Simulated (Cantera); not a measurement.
Feed: 1 mol S, 0.062 mol O2, at 1748.15 K and 278 Torr.

Cantera equilibrium calculation (NASA polynomials, part measured and part estimated; ideal gas, pure solids and liquids). Candidate condensed phases: S; 10 gas species. Equilibrium is a limit: real reactors are often held back by kinetics, nucleation or transport.

Base state: S2 0.870, SO2 0.104, SO 0.0137, S2O 0.0108, S 0.000740 (mole fractions); condensed: gas only.

### Question
What changes in the equilibrium state with this change: temperature from 1748.15 K to 3500 K?

### Answer
```tsv
species	before	after
S	0.000740	0.656
S2	0.870	0.202
SO	0.0137	0.122
O	1.65e-8	0.0159
SO2	0.104	0.00412
S2O	0.0108	0.000595
O2	1.87e-8	0.000386
```
